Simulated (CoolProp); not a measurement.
Vapour-liquid equilibrium of propylene (1) + dimethyl ether (2) at 482 kPa; x and y are mole fractions of (1).

Model: multi-fluid Helmholtz-energy mixture model, Lemmon 2013 and Wu 2011; pair parameters Bell 2016, in CoolProp.

Problem. Give the bubble temperature and the first vapour's composition at x = 0.2, 0.65, 0.95. Is there an azeotrope?

Solution. x = 0.2: 283.6 K, y = 0.351; x = 0.65: 272.4 K, y = 0.780; x = 0.95: 267.6 K, y = 0.969. No azeotrope shows between x = 0.05 and 0.95.

The pair parameters rest on a limited set of measurements; away from them the model extrapolates.
